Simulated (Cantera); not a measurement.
# Silicon carbide growth: (CH₃)₂SiCl₂ + HCl + H₂

A closed system holds: 1 mol (CH₃)₂SiCl₂, 0.092 mol HCl, 1400 mol H₂, held at 1330 Pa.

Cantera equilibrium calculation (NASA polynomials, part measured and part estimated; ideal gas, pure solids and liquids). Candidate condensed phases: C, C₆H₆, C₇H₈, C₈H₁₈, Si, SiC; 109 gas species. The feed counts by its element totals alone. Rates play no part.

| T (K) | x H₂ | x H | x HCl | x C₂H₂ (acetylene) | x CH₄ | x Si | x Cl | x SiH | n C(graphite) | n SiC(s) |
|---|---|---|---|---|---|---|---|---|---|---|
| 1298 | 0.998 | 9.27e-6 | 0.00149 | 5.57e-7 | 0.000106 | 8.93e-12 | 1.17e-8 | 8.64e-12 | 0.850 | 1.000 |
| 1348 | 0.998 | 2.00e-5 | 0.00149 | 1.20e-6 | 7.75e-5 | 5.31e-11 | 2.49e-8 | 3.95e-11 | 0.888 | 1.000 |
| 1398 | 0.998 | 4.09e-5 | 0.00149 | 2.45e-6 | 5.81e-5 | 2.78e-10 | 5.03e-8 | 1.61e-10 | 0.912 | 1.000 |
| 1448 | 0.998 | 7.98e-5 | 0.00149 | 4.74e-6 | 4.43e-5 | 1.30e-9 | 9.70e-8 | 5.99e-10 | 0.924 | 1.000 |
| 1498 | 0.998 | 0.000149 | 0.00149 | 8.80e-6 | 3.45e-5 | 5.44e-9 | 1.79e-7 | 2.03e-9 | 0.927 | 1.000 |
| 1548 | 0.998 | 0.000266 | 0.00149 | 1.57e-5 | 2.73e-5 | 2.08e-8 | 3.17e-7 | 6.36e-9 | 0.918 | 1.000 |
| 1598 | 0.998 | 0.000461 | 0.00149 | 2.69e-5 | 2.19e-5 | 7.32e-8 | 5.44e-7 | 1.85e-8 | 0.894 | 1.000 |
| 1648 | 0.998 | 0.000770 | 0.00149 | 4.46e-5 | 1.78e-5 | 2.38e-7 | 9.01e-7 | 5.06e-8 | 0.850 | 0.999 |
| 1698 | 0.997 | 0.00125 | 0.00149 | 7.19e-5 | 1.46e-5 | 7.23e-7 | 1.45e-6 | 1.30e-7 | 0.779 | 0.998 |
| 1748 | 0.996 | 0.00198 | 0.00149 | 0.000113 | 1.22e-5 | 2.06e-6 | 2.27e-6 | 3.16e-7 | 0.670 | 0.996 |
| 1798 | 0.995 | 0.00304 | 0.00148 | 0.000172 | 1.02e-5 | 5.52e-6 | 3.47e-6 | 7.30e-7 | 0.512 | 0.990 |
| 1848 | 0.994 | 0.00458 | 0.00148 | 0.000256 | 8.67e-6 | 1.40e-5 | 5.18e-6 | 1.61e-6 | 0.290 | 0.975 |
| 1898 | 0.991 | 0.00674 | 0.00148 | 0.000370 | 7.38e-6 | 3.41e-5 | 7.58e-6 | 3.42e-6 | 0 | 0.941 |
x: gas mole fraction; n: condensed amount in mol.

From 1298 K to 1848 K the condensed part is C(graphite) + SiC(s). At 1898 K the condensed part is SiC(s). The main Si-bearing gas is SiCl₂ at 1298 K and Si at 1898 K.
